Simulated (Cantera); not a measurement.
An isothermal, constant-pressure homogeneous reactor starts with 22.8 % H2, 17.5 % O2, 59.6 % N2, equivalence ratio 0.65, at 1123 K and 263 Torr.

Model: GRI-Mech 3.0 (53 species, 325 reactions), integrated in Cantera. The temperature is held fixed by assumption; the heat of reaction is taken as removed at once.

x: mole fraction; the columns are a selection and need not sum to one.

```json
[
 {"t (s)": "0.000200", "x H2": "0.0754", "x O2": "0.109", "x O": "0.0103", "x H": "0.0595", "x H2O": "0.127"},
 {"t (s)": "0.000838", "x H2": "…", "x O2": "0.0697", "x O": "…", "x H": "…", "x H2O": "0.255"},
 {"t (s)": "0.00352", "x H2": "0.000115", "x O2": "0.0693", "x O": "1.09e-5", "x H": "2.33e-6", "x H2O": "0.257"},
 {"t (s)": "0.0147", "x H2": "…", "x O2": "0.0693", "x O": "…", "x H": "…", "x H2O": "0.257"},
 {"t (s)": "0.0618", "x H2": "2.68e-7", "x O2": "0.0693", "x O": "1.38e-7", "x H": "1.88e-9", "x H2O": "0.257"},
 {"t (s)": "0.259", "x H2": "4.09e-8", "x O2": "0.0693", "x O": "2.78e-8", "x H": "1.62e-10", "x H2O": "0.257"},
 {"t (s)": "1.09", "x H2": "9.50e-9", "x O2": "0.0693", "x O": "6.62e-9", "x H": "1.96e-11", "x H2O": "0.257"},
 {"t (s)": "4.55", "x H2": "4.16e-9", "x O2": "0.0693", "x O": "2.34e-9", "x H": "5.29e-12", "x H2O": "0.257"},
 {"t (s)": "19.1", "x H2": "3.83e-9", "x O2": "0.0693", "x O": "1.98e-9", "x H": "4.50e-12", "x H2O": "0.257"},
 {"t (s)": "80.0", "x H2": "3.83e-9", "x O2": "0.0693", "x O": "1.97e-9", "x H": "4.48e-12", "x H2O": "0.257"}
]
```

Q: What belongs in the gaps?

A: 
- 0.000838, x H2: 0.00143
- 0.000838, x O: 0.000205
- 0.000838, x H: 0.000149
- 0.0147, x H2: 5.63e-6
- 0.0147, x O: 9.56e-7
- 0.0147, x H: 4.98e-8
